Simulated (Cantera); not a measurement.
A closed system holds: 1 mol KCl, 0.74 mol H2, at 1625 K and 7.50 Torr.

Cantera equilibrium calculation (NASA polynomials, part measured and part estimated; ideal gas, pure solids and liquids). Candidate condensed phases: K, KCl; 10 gas species. Rates play no part.

Base state: KCl 0.559, H2 0.419, K 0.00928, HCl 0.00927, K2Cl2 0.00220, H 0.000457 (mole fractions); condensed: gas only.

Question: What changes in the equilibrium state with this change: temperature from 1625 K to 1323.15 K?

Answer: 
```csv
species,before,after
KCl,0.559,0.517
H2,0.419,0.441
K2Cl2,0.00220,0.0393
H,0.000457,1.06e-5
K,0.00928,0.00153
```
